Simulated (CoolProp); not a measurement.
Vapour-liquid equilibrium of carbon dioxide (1) + propylene (2) at 1.17 MPa; x and y are mole fractions of (1).

Computed with CoolProp (multi-fluid Helmholtz-energy mixture model, Span 1996 and Lemmon 2013; pair parameters Bell 2016).

| x | bubble temperature (K) | y at the bubble point | dew temperature at overall composition x (K) | liquid density (mol/L) |
|---|---|---|---|---|
| 0.05 | 288.0 | ___ | 296.5 | 12.65 |
| 0.125 | 275.3 | ___ | 293.2 | 13.51 |
| 0.2 | 266.1 | 0.623 | 289.8 | 14.30 |
| 0.275 | 259.5 | 0.712 | 286.2 | 15.05 |
| 0.35 | 254.6 | 0.770 | 282.4 | 15.78 |
| 0.425 | 251.0 | 0.810 | 278.4 | ___ |
| 0.5 | 248.3 | ___ | 274.0 | 17.31 |
| 0.575 | 246.0 | 0.865 | 269.3 | 18.14 |
| 0.65 | 244.2 | ___ | 264.2 | ___ |
| 0.725 | 242.6 | 0.907 | 258.4 | 20.05 |
| 0.8 | 241.1 | 0.928 | 252.0 | 21.18 |
| 0.875 | 239.6 | 0.951 | 245.2 | 22.45 |
| 0.95 | 238.3 | 0.978 | 239.7 | 23.90 |

Task: Fill in the missing entries.

Result: 
- 0.05, y at the bubble point: 0.237
- 0.125, y at the bubble point: 0.479
- 0.425, liquid density (mol/L): 16.53
- 0.5, y at the bubble point: 0.841
- 0.65, y at the bubble point: 0.887
- 0.65, liquid density (mol/L): 19.05

No azeotrope shows between x = 0.05 and 0.95.

The pair parameters rest on a limited set of measurements; away from them the model extrapolates.
